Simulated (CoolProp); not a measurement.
A Linde-Hampson liquefier for nitrogen: isothermal reversible compression at 280 K from 1 atm to 15 MPa, throttling to 1 atm, return gas leaving the recuperator 5 K below the feed. Each further row changes one setting.

Model: reference Helmholtz-energy equation of state, Span 2000, in CoolProp.

```csv
case,liquid yield per pass,compression work (kJ/kg of gas)
as stated,(withheld),413
high pressure 30 MPa,0.098,474
warm-end temperature 310 K,0.044,(withheld)
warm-end gap 10 K,(withheld),413
```

Q: What belongs in the gaps?

A: 
- as stated, liquid yield per pass: 0.064
- warm-end temperature 310 K, compression work (kJ/kg of gas): 461
- warm-end gap 10 K, liquid yield per pass: 0.052
